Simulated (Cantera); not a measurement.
Feed: 1 mol SiHCl3, 1 mol HCl, 7.1 mol H2, at 6100 Pa.

Cantera equilibrium calculation (NASA polynomials, part measured and part estimated; ideal gas, pure solids and liquids). Candidate condensed phases: Si; 19 gas species. The tables' values for SiCl3, SiCl are old estimates; treat these amounts as uncertain. The numbers say what is thermodynamically allowed, not how fast it happens.

x: gas mole fraction; n: condensed amount in mol.

```
T (K)   x H2   x HCl   x SiCl2   x SiCl4  x SiHCl3   x SiCl3  n Si(s)
-----  -----  ------  --------  --------  --------  --------  -------
925    0.872  0.0177   8.28e-5    0.0925    0.0165  0.000439        0
1000   0.865  0.0250  0.000708    0.0860    0.0209   0.00158        0
1075   0.854  0.0382   0.00334    0.0783    0.0217   0.00406  0.00980
1150   0.835  0.0607   0.00973    0.0677    0.0189   0.00776   0.0308
1225   0.809  0.0877    0.0232    0.0520    0.0150    0.0123   0.0302
1300   0.781   0.115    0.0441    0.0335    0.0103    0.0158        0
1375   0.751     [?]       [?]       [?]       [?]    0.0156        0
1450   0.730   0.169    0.0765   0.00809   0.00301    0.0130        0
1525   0.718   0.182    0.0855       [?]       [?]   0.00966        0
1600   0.711   0.189    0.0906   0.00127  0.000692   0.00685        0
1675   0.708   0.192    0.0935  0.000517  0.000343   0.00482        0
1750   0.706   0.194    0.0952  0.000221  0.000178   0.00344        0
```

Task: Some entries are withheld; supply them.

Result: 
- 1375, x HCl: 0.147
- 1375, x SiCl2: 0.0623
- 1375, x SiCl4: 0.0181
- 1375, x SiHCl3: 0.00590
- 1525, x SiCl4: 0.00325
- 1525, x SiHCl3: 0.00144
